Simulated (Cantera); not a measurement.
Input: 1 mol CH3Cl, 0.18 mol H2, equilibrated at 1000 Pa.

These are equilibrium values from Cantera (NASA tables, ideal gas, pure condensed phases), not measurements of a reactor. Candidate condensed phases: C, C6H6, C7H8, C8H18; 91 gas species. Kinetics and transport are ignored.

log p: log10 of the partial pressure in bar; n: condensed amount in mol.

| T (K) | log p H2 | log p HCl | log p H | log p Cl | log p C2H2 (acetylene) | n C(graphite) |
|---|---|---|---|---|---|---|
| 1700 | -2.27 | -2.34 | -4.97 | -5.15 | -6.40 | 1.000 |
| 1800 | -2.27 | -2.34 | [?] | [?] | [?] | 1.000 |
| 1900 | -2.27 | -2.34 | -4.24 | -4.43 | -5.69 | 0.999 |
| 2000 | -2.27 | -2.35 | [?] | [?] | [?] | 0.998 |
| 2100 | -2.28 | -2.36 | -3.65 | -3.86 | -5.12 | 0.997 |
| 2200 | -2.29 | -2.38 | -3.39 | -3.62 | -4.88 | 0.994 |
| 2300 | -2.30 | -2.40 | -3.17 | -3.41 | -4.67 | 0.990 |
| 2400 | -2.33 | -2.44 | -2.96 | -3.22 | -4.49 | 0.984 |

### Question
What belongs in the gaps?

### Answer

- 1800, log p H: -4.58
- 1800, log p Cl: -4.77
- 1800, log p C2H2 (acetylene): -6.02
- 2000, log p H: -3.93
- 2000, log p Cl: -4.13
- 2000, log p C2H2 (acetylene): -5.39
